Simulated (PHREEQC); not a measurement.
Consider water at 80 °C with 0.13 mol/kgw CuSO4 and 0.00015 mol/kgw Na2SO4. Closed to the air; pH follows from the charge balance.

Computed with PHREEQC (ion-association model, phreeqc.dat).

Each row changes one thing in this solution. Precipitation was switched off in this run.

| case | pH | ionic strength (mol/kgw) | CuSO4 (mol/kgw) | SO4-2 (mol/kgw) | Cu+2 (mol/kgw) | HSO4- (mol/kgw) |
|---|---|---|---|---|---|---|
| as made | 4.00 | 0.253 | 0.0663 | 0.0630 | 0.0628 | 0.000833 |
| CuSO4 from 0.13 to 0.013 mol/kgw | 4.33 | 0.0338 | 0.00460 | 0.00846 | 0.00826 | 9.08e-5 |
| 0.015 mol/kgw Mg(NO3)2 added | 3.96 | 0.276 | 0.0611 | 0.0574 | 0.0680 | 0.000792 |
| temperature from 80 to 40 °C | 4.33 | 0.256 | 0.0661 | 0.0639 | 0.0637 | 0.000146 |
| diluted 5-fold with water | 4.22 | 0.0610 | 0.0106 | 0.0152 | 0.0151 | 0.000183 |

At this temperature some constants are extrapolated from 25 °C, and those without enthalpy data are left unchanged.
